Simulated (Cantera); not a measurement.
Feed: 1 mol Ta2O5, 0.42 mol H2, held at 0.220 bar.

Equilibrium computed with Cantera from the NASA thermochemical tables; the gas is ideal and each condensed phase is pure. Candidate condensed phases: H2O, Ta, Ta2O5; 12 gas species. Equilibrium is a limit: real reactors are often held back by kinetics, nucleation or transport.

At 1650 K, list the 3 most abundant gas species with their mole fractions, and the condensed phases.

H2 1.000, H2O 0.000280, H 0.000194. Condensed: Ta2O5(s).
